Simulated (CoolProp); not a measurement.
Hydrogen sulfide along the isotherm 141.55 °C: fugacity coefficient from the reference equation and from simpler models built on Tc = 100.0 °C, pc = 8.999 MPa, ω = 0.101; each cubic takes its own stable root.

The numbers come from the reference Helmholtz-energy equation of state, Lemmon 2006 in CoolProp. It is a short technical equation, of lower accuracy than the large ones.

```tsv
p (MPa)	phase	reference	van der Waals	Peng-Robinson
1.35	gas	0.9648	___	___
2.7	gas	___	0.9318	0.9186
4.05	gas	0.8955	0.8980	0.8795
5.4	gas	0.8614	0.8643	0.8416
6.75	gas	0.8275	0.8306	0.8046
8.1	gas	0.7939	0.7968	0.7686
9.45	supercritical	___	0.7627	___
10.8	supercritical	0.7273	0.7280	0.6994
12.1	supercritical	___	0.6938	0.6675
13.5	supercritical	___	0.6569	0.6343
```

Task: What belongs in the gaps?

Result: 
- 1.35, van der Waals: 0.9658
- 1.35, Peng-Robinson: 0.9587
- 2.7, reference: 0.9300
- 9.45, reference: 0.7605
- 9.45, Peng-Robinson: 0.7336
- 12.1, reference: 0.6955
- 13.5, reference: 0.6617
